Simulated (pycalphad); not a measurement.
An equivalent pycalphad script:

```python
from pycalphad import Database, equilibrium, calculate, variables as v
import numpy as np
db = Database('COST507.tdb')
comps = ['C', 'B', 'VA']
phases = ['B4C', 'BETA_RHOMBO_B', 'GRAPHITE', 'LIQUID']
eq = equilibrium(db, comps, phases, {v.X('B'): 0.2655, v.T: np.arange(3300, 499, -50), v.P: 101325, v.N: 1}, output=['HM', 'SM'])
```

Computed with pycalphad from the COST 507 light-alloy database (1999), at 1 atm. These are 1990s assessments: newer ones move some temperatures and phases. Phase fractions are per mole of atoms. Kinetics are ignored, which matters at the lower temperatures.

Results at three of the temperatures:

```
T = 2850.00 K, P = 101325 Pa, N = 1 mol of atoms
G = -97216 J/mol, H = 81138 J/mol, S = 62.58 J/(mol K)  (SER reference)
chemical potentials (J/mol): C -85154, B -130586
phase             fraction       x(C)       x(B)
GRAPHITE            0.6268     0.9794     0.0206
LIQUID              0.3732     0.3233     0.6767
```

```
T = 1500.00 K, P = 101325 Pa, N = 1 mol of atoms
G = -35492 J/mol, H = 16781 J/mol, S = 34.85 J/(mol K)  (SER reference)
chemical potentials (J/mol): C -27328, B -58076
phase             fraction       x(C)       x(B)
GRAPHITE            0.6696     0.9984     0.0016
B4C                 0.3304     0.1996     0.8004
```

```
T = 1450.00 K, P = 101325 Pa, N = 1 mol of atoms
G = -33771 J/mol, H = 15523 J/mol, S = 34.00 J/(mol K)  (SER reference)
chemical potentials (J/mol): C -25660, B -56209
phase             fraction       x(C)       x(B)
GRAPHITE            0.6693     0.9987     0.0013
B4C                 0.3307     0.1997     0.8003
```

Changes of the phase set, refined by bisection:

```csv
T (K),phases above,phases below
2663.4,GRAPHITE + LIQUID,B4C + GRAPHITE
```

Database names, with the compositions (at.%) that they take in these runs: B4C: B 80 C 20.
